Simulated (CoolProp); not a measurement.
Isobutane along the isobar 3850 kPa: density (kg/m³) from the reference equation and from simpler models built on Tc = 134.7 °C, pc = 3629 kPa, ω = 0.184; each cubic takes its own stable root.

Computed with CoolProp (reference Helmholtz-energy equation of state, Bücker 2006).

| T (°C) | phase | reference |
|---|---|---|
| -8.85 | liquid | 595.6 |
| 10.35 | liquid | 574.6 |
| 29.55 | liquid | 552.3 |
| 48.75 | liquid | 528.2 |
| 67.95 | liquid | 501.5 |
| 87.15 | liquid | 470.8 |
| 106.35 | liquid | 432.8 |
| 125.45 | liquid | 376.6 |
| 144.65 | supercritical | 132.8 |
| 163.85 | supercritical | 97.81 |
| 183.05 | supercritical | 83.61 |
| 202.25 | supercritical | 74.70 |
| 221.45 | supercritical | 68.26 |
| 240.65 | supercritical | 63.26 |
| 259.85 | supercritical | 59.20 |

### Question
How far does each simpler model (van der Waals, Redlich-Kwong, Soave-Redlich-Kwong, Peng-Robinson) lie from the reference over these 15 states: mean and median of the absolute difference, and the worst?

### Answer
- van der Waals: mean 20.0 %, median 34.2 %, worst -36.1 % at -8.85 °C and 3850 kPa
- Redlich-Kwong: mean 6.8 %, median 7.6 %, worst -18.1 % at 125.45 °C and 3850 kPa
- Soave-Redlich-Kwong: mean 5.5 %, median 5.7 %, worst -16.5 % at 125.45 °C and 3850 kPa
- Peng-Robinson: mean 3.7 %, median 3.2 %, worst -6.9 % at 125.45 °C and 3850 kPa
